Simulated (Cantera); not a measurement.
n-butane + NH3 + H2 (carbon deposition, reforming and gasification)

A closed system holds: 1 mol n-butane, 2.3 mol NH3, 1.2 mol H2, equilibrated at 1000 Pa.

Cantera equilibrium calculation (NASA polynomials, part measured and part estimated; ideal gas, pure solids and liquids). Candidate condensed phases: C, C6H6, C7H8, C8H18; 92 gas species. The numbers say what is thermodynamically allowed, not how fast it happens.

| T (K) | x H2 | x H | x N2 | x HCN | x C2H2 (acetylene) | x CH4 | n C(graphite) |
|---|---|---|---|---|---|---|---|
| 948 | 0.892 | 4.95e-9 | 0.107 | 6.64e-7 | 2.31e-10 | 0.00137 | 3.99 |
| 1148 | 0.893 | 6.77e-7 | 0.106 | 1.26e-5 | 3.32e-8 | 0.000190 | 4.00 |
| 1348 | 0.893 | 2.19e-5 | 0.106 | 9.87e-5 | 1.07e-6 | 4.66e-5 | 4.00 |
| 1548 | 0.893 | 0.000291 | 0.106 | 0.000452 | 1.40e-5 | 1.64e-5 | 3.99 |
| 1748 | 0.891 | 0.00216 | 0.106 | 0.00145 | 0.000101 | 7.29e-6 | 3.98 |
| 1948 | 0.881 | 0.0106 | 0.104 | 0.00362 | 0.000475 | 3.80e-6 | 3.95 |
| 2148 | 0.851 | 0.0385 | 0.100 | 0.00741 | 0.00163 | 2.14e-6 | 3.88 |
| 2348 | 0.779 | 0.109 | 0.0936 | 0.0128 | 0.00426 | 1.19e-6 | 3.74 |
x: gas mole fraction; n: condensed amount in mol.

From 948 K to 2348 K the condensed part is C(graphite). The main C-bearing gas is CH4 at 948 K and HCN at 2348 K. The share of C in condensed phases is highest at 1348 K (100.0 %) and lowest at 2348 K (93.5 %).
